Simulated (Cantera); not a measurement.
A freely propagating, adiabatic, planar premixed flame of CH3OH : O2 : N2 : CO2 = 1 : 1.36 : 5.13 : 0.012 (molar parts), unburnt at 450 K and 1.00 atm; mixture-averaged transport, grid criteria slope 0.08 and curve 0.16, no radiation.

Model: GRI-Mech 3.0 (53 species, 325 reactions), integrated in Cantera. GRI-Mech 3.0 was tuned for natural gas; its chemistry of methanol as a main component is partial and can be far from experiment. Burning velocities carry a grid error of a few per cent, more on coarse grids.

x: mole fraction of selected species; z is measured from the peak of heat release.

```tsv
z (mm)	T (K)	u (m/s)	x CH3OH	x O2	x CO	x CO2	x HO2	x C2H
-0.812	450	0.906	0.133	0.181	5.89e-6	0.00160	1.51e-7	<1e-8
-0.541	452	0.913	0.133	0.180	(withheld)	0.00160	(withheld)	<1e-8
-0.406	460	0.934	0.132	0.179	0.000420	0.00162	1.10e-5	<1e-8
-0.271	515	1.06	0.128	0.173	0.00281	0.00190	8.10e-5	<1e-8
-0.135	(withheld)	1.83	(withheld)	(withheld)	(withheld)	(withheld)	(withheld)	<1e-8
-0.0676	1249	2.75	0.0553	0.106	0.0462	0.0124	0.00237	<1e-8
0	1663	3.78	0.00819	0.0651	0.0764	0.0245	0.00176	<1e-8
0.0676	1807	4.12	9.09e-5	0.0402	0.0756	0.0396	5.50e-5	<1e-8
0.135	1855	4.22	2.87e-7	0.0271	0.0640	0.0532	1.20e-5	<1e-8
0.271	1919	4.33	<1e-8	0.0181	0.0497	0.0695	7.60e-6	<1e-8
0.541	1997	4.47	<1e-8	0.0138	0.0412	0.0795	5.21e-6	<1e-8
1.08	2081	4.63	<1e-8	0.0106	0.0379	0.0835	3.44e-6	<1e-8
2.16	2160	4.78	<1e-8	0.00757	0.0352	0.0869	2.08e-6	<1e-8
```

**Question.** Some entries are withheld; supply them.

**Answer.** 
- -0.541, x CO: 9.15e-5
- -0.541, x HO2: 2.35e-6
- -0.135, T (K): 860
- -0.135, x CH3OH: 0.0982
- -0.135, x O2: 0.142
- -0.135, x CO: 0.0211
- -0.135, x CO2: 0.00563
- -0.135, x HO2: 0.000842
